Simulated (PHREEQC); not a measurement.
Silver or lead bath

Consider water at 25 °C with 0.0043 mol/kgw Pb(NO3)2 and 0.00012 mol/kgw Ca(NO3)2. Closed to the air; pH follows from the charge balance.

Computed with PHREEQC (ion-association model, phreeqc.dat).

Precipitation was switched off in this run.

Q: What pH does the model give?

A: pH 5.12.

Q: In which forms is N present?

A: NO3- 96 %, PbNO3+ 3.6 % of the N.

Species that the database lacks are ignored.
